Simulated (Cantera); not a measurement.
Charge: 1 mol Fe₂O₃, 2.5 mol Cl₂, 9.2 mol O₂, held at 1850 K and 0.00240 bar.

Cantera equilibrium calculation (NASA polynomials, part measured and part estimated; ideal gas, pure solids and liquids). Candidate condensed phases: Fe, FeCl₂, FeCl₃, FeO, Fe₂O₃, Fe₃O₄; 13 gas species. The numbers say what is thermodynamically allowed, not how fast it happens.

### Question
What is the equilibrium state?

### Answer
| Quantity | Result |
|---|---|
| x(O₂) | 0.761 |
| x(FeCl₂) | 0.126 |
| x(Cl) | 0.110 |
| x(O) | 0.00343 |
| x(Cl₂) | 0.000183 |
| x(FeO) | 0.000103 |
| x(ClO) | 7.97e-5 |
| x(FeCl₃) | 5.29e-5 |
| x(Fe) | 1.51e-5 |
| n(Fe₃O₄(s)) | 0.0861 mol |
| gas amount | 13.81 mol |
| log10 activity of Fe(l) (absent) | -3.21 |
| log10 activity of FeCl₂(l) (absent) | -4.90 |
